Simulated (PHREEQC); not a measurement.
A solution holds 4.6 mmol/kgw FeSO4, 29 mmol/kgw H3AsO4 and 18 mmol/kgw Na2SO4, at 30 °C. Closed to the air; pH follows from the charge balance.

Computed with PHREEQC (ion-association model, wateq4f.dat).

Each row changes one thing in this solution. This is a speciation only: nothing precipitates in the calculation.

| case | pH | ionic strength (mol/kgw) | SO4-2 (mol/kgw) | HSO4- (mol/kgw) | Fe+2 (mol/kgw) | FeSO4 (mol/kgw) | SI of Melanterite (FeSO4:7H2O) |
|---|---|---|---|---|---|---|---|
| as made | 2.17 | 0.0663 | 0.0143 | 0.00555 | 0.00298 | 0.00154 | -2.95 |
| H3AsO4 from 0.029 to 0.0058 mol/kgw | 2.70 | 0.0628 | 0.0175 | 0.00199 | 0.00277 | 0.00180 | -2.88 |
| Na2SO4 left out | 2.06 | 0.0242 | 0.00247 | 0.00150 | 0.00396 | 0.000597 | -3.36 |
| FeSO4 from 0.0046 to 0.0092 mol/kgw | 2.18 | 0.0769 | 0.0166 | 0.00601 | 0.00583 | 0.00319 | -2.63 |
| H3AsO4 left out | 6.26 | 0.0618 | 0.0192 | 6.13e-7 | 0.00267 | 0.00193 | -2.85 |
| H3AsO4 from 0.029 to 0.0435 mol/kgw | 2.05 | 0.0682 | 0.0133 | 0.00677 | 0.00305 | 0.00144 | -2.98 |
| temperature from 30 to 25 °C | 2.15 | 0.0672 | 0.0147 | 0.00529 | 0.00304 | 0.00147 | -2.87 |

Complexes and solids missing from the database can't appear.
